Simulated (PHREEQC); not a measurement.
## Metal-bearing waste water (model solution)

Make-up at 25 °C: 1.4 mmol/kgw MnSO4, 0.38 mmol/kgw MgSO4 and 1.4 mmol/kgw NaHCO3. Closed to the air; pH follows from the charge balance.

The numbers come from PHREEQC with the ion-association model, phreeqc.dat.

The pH is 7.44, the ionic strength is 0.00726 mol/kgw and the specific conductance is 465 µS/cm. The total alkalinity is 1.40 meq/kg.

```tsv
species	molality	activity	log γ
SO4-2	0.00156	0.00110	-0.153
Na+	0.00139	0.00127	-0.038
HCO3-	0.00115	0.00105	-0.038
Mn+2	0.00109	0.000772	-0.149
Mg+2	0.000318	0.000226	-0.149
MnSO4	0.000151	0.000151	0.001
CO2	8.59e-5	8.61e-5	0.001
```

Precipitation was switched off in this run. The solution is supersaturated, for example in Rhodochrosite, so a real one may precipitate; this is no full list. Species that the database lacks are ignored.
